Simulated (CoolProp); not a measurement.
Computed with CoolProp (reference Helmholtz-energy equation of state, Lemmon 2005). It is a short technical equation, of lower accuracy than the large ones.

Q: Give the vapour pressure (bar), liquid density (kg/m³), enthalpy of vaporisation (kJ/kg) of saturated trans-2-butene at -36.75 °C.

A: 
```json
[
 {"T (°C)": "-36.75", "p (bar)": "0.185", "liquid density (kg/m³)": "667", "enthalpy of vaporisation (kJ/kg)": "438"}
]
```
